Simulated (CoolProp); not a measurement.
A single-stage vapour-compression cycle with R134a: evaporating at 272.15 K (dew point), condensing at 314.15 K (bubble point), superheat 0 K, subcooling 0 K, compressor efficiency 0.7, no pressure losses. Each further row changes one setting.

Computed with CoolProp (reference Helmholtz-energy equation of state, Tillner-Roth 1994).

```csv
case,cooling COP,pressure ratio,discharge temperature (K),refrigerating effect (kJ/kg),volumetric capacity (kJ/m³)
as stated,3.61,3.70,329.5,140,1950
evaporating temperature 277.15 K,…,3.09,327.3,143,2370
condensing temperature 309.15 K,4.24,…,…,148,2060
subcooling 5 K,3.80,3.70,329.5,148,2060
superheat 10 K,…,3.70,…,149,1980
compressor efficiency 0.6,3.09,3.70,…,140,1950
```

Q: What belongs in the gaps?

A: 
- evaporating temperature 277.15 K, cooling COP: 4.27
- condensing temperature 309.15 K, pressure ratio: 3.23
- condensing temperature 309.15 K, discharge temperature (K): 323.3
- superheat 10 K, cooling COP: 3.63
- superheat 10 K, discharge temperature (K): 339.9
- compressor efficiency 0.6, discharge temperature (K): 335.6
